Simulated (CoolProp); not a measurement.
A Linde-Hampson liquefier for oxygen: isothermal reversible compression at 280 K from 1 atm to 5 MPa, throttling to 1 atm, return gas leaving the recuperator 10 K below the feed. Each further row changes one setting.

The numbers come from the reference Helmholtz-energy equation of state, Schmidt 1985 in CoolProp.

| case | liquid yield per pass | compression work (kJ/kg of gas) |
|---|---|---|
| as stated | 0.012 | 281 |
| high pressure 10 MPa | ? | ? |
| warm-end temperature 310 K | ? | ? |
| warm-end gap 15 K | ? | 281 |

### Question
What belongs in the gaps?

### Answer

- high pressure 10 MPa, liquid yield per pass: 0.047
- high pressure 10 MPa, compression work (kJ/kg of gas): 328
- warm-end temperature 310 K, liquid yield per pass: 0.005
- warm-end temperature 310 K, compression work (kJ/kg of gas): 312
- warm-end gap 15 K, liquid yield per pass: no liquid

Above 300 K oxygen's equation is extrapolated.
